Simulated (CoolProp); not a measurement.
A simple Rankine cycle with cyclopropane: condensing at 308.15 K, boiler at 3.22 MPa, turbine inlet 406.1 K, turbine efficiency 0.8, pump efficiency 0.7, no recuperator. Each further row changes one setting.

Computed with CoolProp (reference Helmholtz-energy equation of state, Polt 1992). This equation is an older, rougher fit; its heat capacities, sound speeds and derivatives of the liquid may be far off and weren't checked against measurements.

```
case                             thermal efficiency (%)  net work (kJ/kg)  heat in (kJ/kg)  turbine exit temperature (K)  volume ratio over the turbine
-------------------------------  ----------------------  ----------------  ---------------  ----------------------------  -----------------------------
as stated                                          10.9              56.0              516                         350.1                           3.41
turbine inlet 426.1 K                              11.0              61.8              563                         373.0                           3.38
condensing temperature 300.15 K                    12.3              65.7              ___                           ___                           4.15
boiler pressure 2.25 MPa                            8.2              44.0              538                         369.2                           2.34
turbine efficiency 0.7                              ___              48.4              516                         354.4                            ___
```

Problem. Complete the blanks.

Solution. 
- condensing temperature 300.15 K, heat in (kJ/kg): 534
- condensing temperature 300.15 K, turbine exit temperature (K): 341.8
- turbine efficiency 0.7, thermal efficiency (%): 9.4
- turbine efficiency 0.7, volume ratio over the turbine: 3.47
